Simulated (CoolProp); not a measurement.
Saturation properties of hydrogen chloride.

Model: reference Helmholtz-energy equation of state, Thol 2018, in CoolProp.

```csv
T (°C),p (bar),liquid density (kg/m³),vapour Z
-48.65,5.552,1089,0.9081
-43.45,6.757,1074,0.8955
-38.15,8.177,1059,0.8817
-32.95,9.778,1043,0.8670
-27.75,11.60,1026,0.8513
-22.55,13.67,1009,0.8344
-17.35,15.99,991.9,0.8163
-12.15,18.59,973.7,0.7970
-6.95,21.50,954.7,0.7762
-1.75,24.73,934.7,0.7540
3.45,28.30,913.7,0.7301
```

It boils at -85.0 °C under 1 atm.
